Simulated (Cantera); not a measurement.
Feed: 1 mol B, 0.045 mol H₂O, 0.91 mol N₂, at 0.160 bar.

Method: chemical equilibrium by Gibbs-energy minimisation in Cantera with the NASA 1993 tables (ideal gas, pure condensed phases). Candidate condensed phases: B, BN, B₂O₃, B₃O₃H₃, H₂O; 39 gas species. N₂ is the only nitrogen source here; it is nearly inert below about 1500 K, so the nitride shown seldom forms there in practice. Mutual solubility and eutectic melting of coexisting phases are not modelled. Equilibrium is a limit: real reactors are often held back by kinetics, nucleation or transport. All values below are at 850 °C.

Base state: N₂ 0.904, H₂ 0.0953, H₂O 0.000461, HBO₂ 1.38e-5 (mole fractions); condensed: BN(s) + B₂O₃(l).

Question: What changes in the equilibrium state with this change: H₂O from 0.045 to 0.078 mol?

Answer: 
| species | before | after |
|---|---|---|
| N₂ | 0.904 | 0.848 |
| H₂ | 0.0953 | 0.151 |
| H₂O | 0.000461 | 0.000716 |
| HBO₂ | 1.38e-5 | 1.72e-5 |
| BN(s), mol | 0.970 | 0.948 |
| B₂O₃(l), mol | 0.0149 | 0.0259 |
Gases not in the tables: H₃BO₃.
